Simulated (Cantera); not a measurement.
Thermodynamics of carbon deposition, reforming and gasification, feed C + H2 + N2 + H2O

A closed system holds: 1 mol C, 2.9 mol H2, 2 mol N2, 0.48 mol H2O, held at 75.0 Torr.

These are equilibrium values from Cantera (NASA tables, ideal gas, pure condensed phases), not measurements of a reactor. Candidate condensed phases: C, C6H6, C7H8, C8H18, H2O; 169 gas species. Ions and electrons are included (thermal ionisation). Kinetics and transport are ignored.

At 2227 °C the condensed part is C(graphite). From 2727 °C to 4727 °C nothing is condensed. The main C-bearing gas is CO at 2227 °C and C at 4727 °C.

```tsv
T (°C)	x H	x H2	x N2	x CO	x C	x N	x HCN	x CN	n C(graphite)
2227	0.0568	0.510	0.316	0.0796	1.66e-6	5.19e-7	0.0284	0.000183	0.259
2727	0.282	0.319	0.266	0.0700	0.000343	2.27e-5	0.0395	0.00360	0
3227	0.580	0.0963	0.219	0.0565	0.00704	0.000328	0.0144	0.0134	0
3727	0.677	0.0180	0.201	0.0508	0.0288	0.00252	0.00200	0.0157	0
4227	0.687	0.00394	0.195	0.0493	0.0427	0.0126	0.000196	0.00905	0
4727	0.677	0.00111	0.177	0.0472	0.0482	0.0441	2.38e-5	0.00465	0
```
x: gas mole fraction; n: condensed amount in mol.
